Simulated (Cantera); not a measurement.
Feed: 1 mol PH3, 0.022 mol O2, at 2573 K and 165000 Torr.

Method: chemical equilibrium by Gibbs-energy minimisation in Cantera with the NASA 1993 tables (ideal gas, pure condensed phases). Candidate condensed phases: H2O, P, P4O10; 17 gas species. The ideal-gas law is rough above about 30 bar. Gases not in the tables: HPO2, HPO3 and P4O6. Equilibrium is a limit: real reactors are often held back by kinetics, nucleation or transport.

Base state: H2 0.731, P2 0.228, H2O 0.0189, P4 0.00965, PH3 0.00454, PO 0.00318, PH 0.00221, H 0.00198 (mole fractions); condensed: gas only.

Task: What changes in the equilibrium state with this change: temperature from 2573 K to 3448 K?

Result: 
| species | before | after |
|---|---|---|
| H2 | 0.731 | 0.698 |
| P2 | 0.228 | 0.225 |
| H | 0.00198 | 0.0295 |
| PH | 0.00221 | 0.0154 |
| PO | 0.00318 | 0.0107 |
| H2O | 0.0189 | 0.0104 |
| P | 0.000377 | 0.00746 |
| OH | 1.15e-5 | 0.000196 |
| P4 | 0.00965 | 0.000788 |
| PH3 | 0.00454 | 0.00202 |
| PO2 | 7.70e-5 | 0.000104 |
